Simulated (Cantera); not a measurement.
Input (Python, Cantera) and output of one run.

```python
import numpy as np
import cantera as ct

gas_names = """
    AL ALH ALN ALO ALOH ALO2 ALO2H AL2 AL2O AL2O2 H HALO HNO HNO2 HNO3 HO2 H2 H2O H2O2 N NH NH2 NH3
    NH2OH NO NO2 NO3 N2 N2H2 N2H4 N2O O OH O2 O3
""".split()
cond_names = """
    AL(cr) AL(L) ALN(s) AL2O3(a) AL2O3(L) H2O(s) H2O(L)
""".split()


# ... load() reads the species with a 1 bar reference pressure and builds the phases ...
atoms = {
    'Al': {'AL': 1},
    'H2O': {'H': 2, 'O': 1},
    'N2': {'N': 2},
}
top_T = {'ALN(s)': 2750}  # K; cautious upper limits of use, not melting points


# ... equilibrate(T, P, feed) seeds the gas with the atoms and calls Mixture.equilibrate('TP', solver="vcs", rtol=1e-11, max_steps=5000) ...
results = []
T = 2023.15  # K
P = 16  # Pa
for m in [2, 2.6, 3.4, 4.5, 5.9, 7.7, 10, 13, 17, 23, 30]:
    feed = {'Al': 1, 'H2O': m, 'N2': 16}  # mol
    mix = equilibrate(T, P, feed)
    results.append((T, P, feed, dict(zip(mix.species_names, mix.species_moles))))

top = {s: max(r[3][s] / sum(r[3][g] for g in gas_names) for r in results) for s in gas_names}
cols = sorted((s for s in top if top[s] > 1e-06), key=lambda s: -top[s])[:9]
seen = [c for c in cond_names if any(r[3].get(c, 0) > 1e-12 for r in results)]
print("log10 of partial pressures in bar; condensed amounts in mol")
print(f"{'n(H2O)':>10s}" + "".join(f"{s[:9]:>10s}" for s in cols + seen))
for T, P, feed, n in results:
    ng = sum(n[g] for g in gas_names)
    print(f"{feed['H2O']:10.4g}" + "".join(f"{np.log10(max(n[s] / ng * P / 1e5, 1e-99)):10.3f}" for s in cols)
          + "".join(f"{n.get(c, 0):10.4g}" for c in seen))
```

Output:

```
log10 of partial pressures in bar; condensed amounts in mol
    n(H2O)        N2       H2O        H2         H        OH        O2         O        NO     ALO2H  AL2O3(a)
         2    -3.856    -5.405    -4.987    -5.215    -6.614    -7.764    -6.980    -7.508    -9.103    0.4999
       2.6    -3.871    -5.081    -4.989    -5.215    -6.290    -7.114    -6.655    -7.191    -8.942    0.4999
       3.4    -3.891    -4.868    -4.987    -5.215    -6.077    -6.690    -6.443    -6.988    -8.835    0.4999
       4.5    -3.917    -4.700    -4.982    -5.212    -5.912    -6.366    -6.281    -6.839    -8.751    0.4999
       5.9    -3.948    -4.568    -4.971    -5.207    -5.786    -6.123    -6.160    -6.733    -8.685    0.4998
       7.7    -3.985    -4.460    -4.958    -5.200    -5.684    -5.933    -6.065    -6.657    -8.631    0.4998
        10    -4.028    -4.368    -4.942    -5.192    -5.600    -5.782    -5.989    -6.603    -8.585    0.4998
        13    -4.078    -4.289    -4.925    -5.183    -5.530    -5.658    -5.927    -6.566    -8.546    0.4997
        17    -4.137    -4.220    -4.907    -5.175    -5.470    -5.556    -5.876    -6.544    -8.511    0.4996
        23    -4.213    -4.155    -4.889    -5.165    -5.414    -5.463    -5.830    -6.536    -8.479    0.4995
        30    -4.288    -4.108    -4.874    -5.158    -5.374    -5.398    -5.797    -6.541    -8.455    0.4994
```

These are equilibrium values from Cantera (NASA tables, ideal gas, pure condensed phases), not measurements of a reactor.
